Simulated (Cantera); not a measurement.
Input: 1 mol C3H8, 0.062 mol H2O, 9.7 mol N2, 0.41 mol H2, held at 1750 °C and 57.8 Torr.

Method: chemical equilibrium by Gibbs-energy minimisation in Cantera with the NASA 1993 tables (ideal gas, pure condensed phases). Candidate condensed phases: C, C6H6, C7H8, C8H18, H2O; 136 gas species. Rates play no part.

Base state: N2 0.676, H2 0.308, HCN 0.00735, CO 0.00435, H 0.00380, HNC 0.000436, C2H2 (acetylene) 0.000275 (mole fractions); condensed: C(graphite).

Task: What changes in the equilibrium state with this change: temperature from 1750 °C to 1127 °C?

Result: 
```csv
species,before,after
N2,0.676,0.681
H2,0.308,0.314
CO,0.00435,0.00436
HCN,0.00735,0.000230
H,0.00380,9.82e-6
C2H2 (acetylene),0.000275,7.91e-7
"C(graphite), mol",2.82,2.93
```
